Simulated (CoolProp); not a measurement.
Neopentane at 293.15 K and 0.955 MPa is throttled through a valve to 0.513 MPa with no heat exchange. Each further row changes one setting.

The numbers come from the reference Helmholtz-energy equation of state, Lemmon 2006 in CoolProp. It is a short technical equation, of lower accuracy than the large ones.

```csv
case,temperature change (K),final density (kg/m³)
as stated,+0.2,590
outlet pressure 0.154 MPa,+0.3,590
outlet pressure 0.667 MPa,+0.1,591
```
